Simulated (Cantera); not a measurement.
Charge: 1 mol HCl, 0.017 mol O2, 12 mol N2, held at 2152 °C and 0.100 bar.

These are equilibrium values from Cantera (NASA tables, ideal gas, pure condensed phases), not measurements of a reactor. Candidate condensed phases: H2O, NH4Cl; 29 gas species. Rates play no part.

Base state: N2 0.909, HCl 0.0517, Cl 0.0241, H2 0.00746, H 0.00489, H2O 0.00202, OH 0.000252, NO 0.000165 (mole fractions); condensed: gas only.

Task: What changes in the equilibrium state with this change: temperature from 2152 °C to 925 °C?

Result: 
```json
[
 {"species": "N2", "before": "0.909", "after": "0.922"},
 {"species": "HCl", "before": "0.0517", "after": "0.0730"},
 {"species": "H2O", "before": "0.00202", "after": "0.00194"},
 {"species": "Cl", "before": "0.0241", "after": "0.000595"},
 {"species": "H", "before": "0.00489", "after": "<1e-9"},
 {"species": "H2", "before": "0.00746", "after": "4.12e-9"}
]
```

Task: What changes in the equilibrium state with this change: temperature from 2152 °C to 2275 °C?

Result: 
```
species    before     after
-------  --------  --------
N2          0.909     0.904
HCl        0.0517    0.0438
Cl         0.0241    0.0315
O        0.000110  0.000246
H         0.00489   0.00938
NO       0.000165  0.000249
O2        1.23e-5   1.81e-5
OH       0.000252  0.000370
```
